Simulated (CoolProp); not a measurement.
Vapour pressure (bar) of n-dodecane: the reference equation beside estimates from Tc = 658.1 K, pc = 18.18 bar, ω = 0.574. Clausius-Clapeyron is anchored at 337.4 K with a constant enthalpy of vaporisation of 57.83 kJ/mol.

The numbers come from the reference Helmholtz-energy equation of state, Lemmon 2004 in CoolProp. It is a short technical equation, of lower accuracy than the large ones.

```json
[
 {"T (K)": "337.4", "reference": "0.002955", "Lee-Kesler": "0.002911", "Clausius-Clapeyron": "0.002955", "van der Waals": "0.5973", "Redlich-Kwong": "0.05771", "Soave-Redlich-Kwong": "0.002909", "Peng-Robinson": "0.003387"},
 {"T (K)": "345.1", "reference": "0.004671", "Lee-Kesler": "0.004587", "Clausius-Clapeyron": "0.004681", "van der Waals": "0.6925", "Redlich-Kwong": "0.07758", "Soave-Redlich-Kwong": "0.004586", "Peng-Robinson": "0.005264"},
 {"T (K)": "352.9", "reference": "0.007238", "Lee-Kesler": "0.007095", "Clausius-Clapeyron": "0.007309", "van der Waals": "0.7994", "Redlich-Kwong": "0.1029", "Soave-Redlich-Kwong": "0.007095", "Peng-Robinson": "0.008036"},
 {"T (K)": "360.7", "reference": "0.01095", "Lee-Kesler": "0.01073", "Clausius-Clapeyron": "0.01119", "van der Waals": "0.9174", "Redlich-Kwong": "0.1345", "Soave-Redlich-Kwong": "0.01073", "Peng-Robinson": "0.01200"},
 {"T (K)": "368.5", "reference": "0.01621", "Lee-Kesler": "0.01587", "Clausius-Clapeyron": "0.01684", "van der Waals": "1.047", "Redlich-Kwong": "0.1733", "Soave-Redlich-Kwong": "0.01587", "Peng-Robinson": "0.01756"},
 {"T (K)": "376.2", "reference": "0.02338", "Lee-Kesler": "0.02291", "Clausius-Clapeyron": "0.02478", "van der Waals": "1.187", "Redlich-Kwong": "0.2197", "Soave-Redlich-Kwong": "0.02291", "Peng-Robinson": "0.02508"},
 {"T (K)": "384", "reference": "0.03326", "Lee-Kesler": "0.03262", "Clausius-Clapeyron": "0.03607", "van der Waals": "1.342", "Redlich-Kwong": "0.2760", "Soave-Redlich-Kwong": "0.03262", "Peng-Robinson": "0.03536"},
 {"T (K)": "391.8", "reference": "0.04648", "Lee-Kesler": "0.04565", "Clausius-Clapeyron": "0.05173", "van der Waals": "1.509", "Redlich-Kwong": "0.3428", "Soave-Redlich-Kwong": "0.04564", "Peng-Robinson": "0.04904"}
]
```

Absolute difference from the reference over all 8 rows, mean and median: Lee-Kesler 1.9 and 1.9 %, Clausius-Clapeyron 4.1 and 3.0 %, van der Waals 9059.8 and 7318.5 %, Redlich-Kwong 1130.0 and 1048.7 %, Soave-Redlich-Kwong 1.9 and 1.9 %, Peng-Robinson 9.4 and 9.0 %.
